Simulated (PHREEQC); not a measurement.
**Spent oxide etchant: speciation**

Consider water at 25 °C with 1.2 mmol/kgw HF, 0.45 mmol/kgw (NH4)2SiF6, 38 mmol/kgw H3PO4 and 87 mmol/kgw HCl. Closed to the air; pH follows from the charge balance.

All values are PHREEQC results (ion-association model, phreeqc.dat), not measurements.

Each row changes one thing in this solution. No solid was allowed to form.

| case | pH | ionic strength (mol/kgw) | H3PO4 (mol/kgw) | H2PO4- (mol/kgw) | F- (mol/kgw) | HF2- (mol/kgw) |
|---|---|---|---|---|---|---|
| as made | 1.13 | 0.0912 | 0.0340 | 0.00397 | 4.18e-5 | 5.64e-7 |
| (NH4)2SiF6 left out | 1.12 | 0.0910 | 0.0341 | 0.00394 | 1.39e-5 | 6.33e-8 |
| temperature from 25 to 45 °C | 1.13 | 0.0903 | 0.0347 | 0.00331 | 3.21e-5 | 5.28e-7 |
| HCl from 0.087 to 0.0087 mol/kgw | 1.75 | 0.0209 | 0.0263 | 0.0117 | 0.000128 | 1.43e-6 |
| diluted 2-fold with water | 1.40 | 0.0468 | 0.0157 | 0.00327 | 3.95e-5 | 2.87e-7 |
| HCl left out | 1.90 | 0.0151 | 0.0236 | 0.0144 | 0.000165 | 1.73e-6 |

Complexes and solids missing from the database can't appear. Some of these states are supersaturated (in Quartz (slow to form), Chalcedony (slow to form), for instance). Constants without temperature data keep their 25 °C values here. SiF6-2 is the database's only silicon fluoride.
